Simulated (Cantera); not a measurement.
What does this Cantera script print?

```python
import numpy as np
import cantera as ct

gas_names = [...]  # 109 gases of nasa_gas.yaml made of C, Cl, H, Si
cond_names = """
    C(gr) C6H6(L) C7H8(L) C8H18(L),n-octa Si(cr) Si(L) SiC(b)
""".split()


# ... load() reads the species with a 1 bar reference pressure and builds the phases ...
atoms = {
    'SiHCl3': {'Si': 1, 'H': 1, 'CL': 3},
    'C2H4': {'C': 2, 'H': 4},
    'H2': {'H': 2},
    'HCl': {'H': 1, 'CL': 1},
}
top_T = {'C(gr)': 4500, 'SiC(b)': 3050}  # K; cautious upper limits of use, not melting points


# ... equilibrate(T, P, feed) seeds the gas with the atoms and calls Mixture.equilibrate('TP', solver="vcs", rtol=1e-11, max_steps=5000) ...
results = []
T = 1598  # K
P = 190  # Pa
for m in [0.031, 0.045, 0.066, 0.095, 0.14, 0.2, 0.29, 0.43, 0.63, 0.91, 1.3]:
    feed = {'SiHCl3': 1, 'C2H4': m, 'H2': 220, 'HCl': 0.9}  # mol
    mix = equilibrate(T, P, feed)
    results.append((T, P, feed, dict(zip(mix.species_names, mix.species_moles))))

top = {s: max(r[3][s] / sum(r[3][g] for g in gas_names) for r in results) for s in gas_names}
cols = sorted((s for s in top if top[s] > 0.001), key=lambda s: -top[s])[:5]
seen = [c for c in cond_names if any(r[3].get(c, 0) > 1e-12 for r in results)]
print("log10 of partial pressures in bar; condensed amounts in mol")
print(f"{'n(C2H4)':>10s}" + "".join(f"{s[:9]:>10s}" for s in cols + seen))
for T, P, feed, n in results:
    ng = sum(n[g] for g in gas_names)
    print(f"{feed['C2H4']:10.4g}" + "".join(f"{np.log10(max(n[s] / ng * P / 1e5, 1e-99)):10.3f}" for s in cols)
          + "".join(f"{n.get(c, 0):10.4g}" for c in seen))
```

It prints:

```
log10 of partial pressures in bar; condensed amounts in mol
   n(C2H4)        H2       HCL         H     C(gr)    Si(cr)    SiC(b)
     0.031    -2.729    -4.525    -5.638         0    0.7288   0.06196
     0.045    -2.729    -4.525    -5.638         0    0.7009   0.08996
     0.066    -2.729    -4.525    -5.638         0    0.6589     0.132
     0.095    -2.729    -4.525    -5.638         0    0.6009      0.19
      0.14    -2.729    -4.525    -5.638         0     0.511      0.28
       0.2    -2.729    -4.525    -5.638         0    0.3911       0.4
      0.29    -2.729    -4.526    -5.638         0    0.2112      0.58
      0.43    -2.729    -4.511    -5.638         0         0      0.86
      0.63    -2.729    -4.482    -5.639    0.2501         0    0.9974
      0.91    -2.729    -4.483    -5.639      0.81         0    0.9974
       1.3    -2.729    -4.485    -5.639      1.59         0    0.9974
```

Cantera equilibrium calculation (NASA polynomials, part measured and part estimated; ideal gas, pure solids and liquids). Mutual solubility and eutectic melting of coexisting phases are not modelled. The tables' values for SiCl are old estimates; treat these amounts as uncertain.
